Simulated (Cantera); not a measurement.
Standard-state values (1 bar) from the NASA 1993 polynomials, evaluated with Cantera. Values are per mole of reaction as written; species without (g) are pure solids or liquids, kept so even where they would boil at 1 bar.

O(g) + MgCl₂(g) ⇌ 2 Cl(g) + MgO

```json
[
 {"T (K)": "2198", "ΔH° (kJ)": "___", "ΔS° (J/K)": "___", "ΔG° (kJ)": "___", "log10 K": "___"},
 {"T (K)": "2273", "ΔH° (kJ)": "-189.7", "ΔS° (J/K)": "-57.7", "ΔG° (kJ)": "-58.4", "log10 K": "1.34"},
 {"T (K)": "2348", "ΔH° (kJ)": "___", "ΔS° (J/K)": "___", "ΔG° (kJ)": "___", "log10 K": "___"},
 {"T (K)": "2423", "ΔH° (kJ)": "-187.2", "ΔS° (J/K)": "-56.7", "ΔG° (kJ)": "-49.9", "log10 K": "1.07"},
 {"T (K)": "2498", "ΔH° (kJ)": "-186.0", "ΔS° (J/K)": "-56.2", "ΔG° (kJ)": "-45.6", "log10 K": "0.95"}
]
```

**Question.** Fill in the missing entries.

**Answer.** 
- 2198, ΔH° (kJ): -190.8
- 2198, ΔS° (J/K): -58.3
- 2198, ΔG° (kJ): -62.8
- 2198, log10 K: 1.49
- 2348, ΔH° (kJ): -188.4
- 2348, ΔS° (J/K): -57.2
- 2348, ΔG° (kJ): -54.1
- 2348, log10 K: 1.20
